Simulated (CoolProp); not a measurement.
A simple Rankine cycle with n-perfluoropentane: condensing at 289.15 K, boiler at 0.268 MPa, turbine inlet 334.1 K, turbine efficiency 0.6, pump efficiency 0.6, no recuperator. Each further row changes one setting.

Values from CoolProp's reference Helmholtz-energy equation of state, Gao 2022.

```tsv
case	thermal efficiency (%)	net work (kJ/kg)	heat in (kJ/kg)	turbine exit temperature (K)	volume ratio over the turbine
as stated	?	7.64	129	321.4	4.67
turbine inlet 354.1 K	5.6	8.23	147	341.7	4.59
condensing temperature 281.15 K	6.9	9.42	137	319.0	6.55
boiler pressure 0.188 MPa	?	?	130	324.9	3.18
turbine efficiency 0.5	4.9	6.33	129	323.0	4.69
```

Fill in the missing entries.


- as stated, thermal efficiency (%): 5.9
- boiler pressure 0.188 MPa, thermal efficiency (%): 4.6
- boiler pressure 0.188 MPa, net work (kJ/kg): 5.99
